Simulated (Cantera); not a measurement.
A perfectly stirred reactor is fed with C₂H₄ : H₂ = 1 : 80 (molar parts), at 21000 Pa; it is held at 1950 K, and followed from long to short residence time.

Model: GRI-Mech 3.0 (53 species, 325 reactions), integrated in Cantera. GRI-Mech 3.0 was tuned for natural gas; its chemistry of ethylene as a main component is partial and can be far from experiment. GRI-Mech 3.0 stops at C3 and has no aromatics, soot or wall deposition, so with more carbon than oxygen in the feed, carbon stays in small species such as C2H2 where larger ones or solid carbon would form.

x: mole fraction; the columns are a selection and need not sum to one.

```json
[
 {"τ (s)": "7.5", "x C₂H₄": "2.21e-5", "x H₂": "0.985", "x CH₄": "0.000452", "x CH₃": "2.27e-5", "x C₂H₆": "2.76e-9"},
 {"τ (s)": "3.0", "x C₂H₄": "2.23e-5", "x H₂": "0.985", "x CH₄": "0.000434", "x CH₃": "2.18e-5", "x C₂H₆": "2.62e-9"},
 {"τ (s)": "1.2", "x C₂H₄": "2.27e-5", "x H₂": "0.985", "x CH₄": "0.000394", "x CH₃": "1.96e-5", "x C₂H₆": "___"},
 {"τ (s)": "0.50", "x C₂H₄": "2.38e-5", "x H₂": "0.985", "x CH₄": "0.000316", "x CH₃": "1.55e-5", "x C₂H₆": "___"},
 {"τ (s)": "0.20", "x C₂H₄": "2.67e-5", "x H₂": "0.985", "x CH₄": "0.000197", "x CH₃": "9.19e-6", "x C₂H₆": "1.41e-9"},
 {"τ (s)": "0.083", "x C₂H₄": "3.44e-5", "x H₂": "0.986", "x CH₄": "0.000101", "x CH₃": "4.10e-6", "x C₂H₆": "1.45e-9"},
 {"τ (s)": "0.034", "x C₂H₄": "6.07e-5", "x H₂": "0.986", "x CH₄": "5.00e-5", "x CH₃": "1.49e-6", "x C₂H₆": "___"},
 {"τ (s)": "0.014", "x C₂H₄": "0.000162", "x H₂": "0.987", "x CH₄": "2.85e-5", "x CH₃": "4.99e-7", "x C₂H₆": "___"},
 {"τ (s)": "0.0056", "x C₂H₄": "0.000539", "x H₂": "0.987", "x CH₄": "1.80e-5", "x CH₃": "1.69e-7", "x C₂H₆": "___"},
 {"τ (s)": "0.0023", "x C₂H₄": "0.00156", "x H₂": "0.988", "x CH₄": "1.16e-5", "x CH₃": "6.80e-8", "x C₂H₆": "___"}
]
```

**Question.** Some entries are withheld; supply them.

**Answer.** 
- 1.2, x C₂H₆: 2.32e-9
- 0.50, x C₂H₆: 1.85e-9
- 0.034, x C₂H₆: 2.27e-9
- 0.014, x C₂H₆: 4.75e-9
- 0.0056, x C₂H₆: 1.04e-8
- 0.0023, x C₂H₆: 1.93e-8
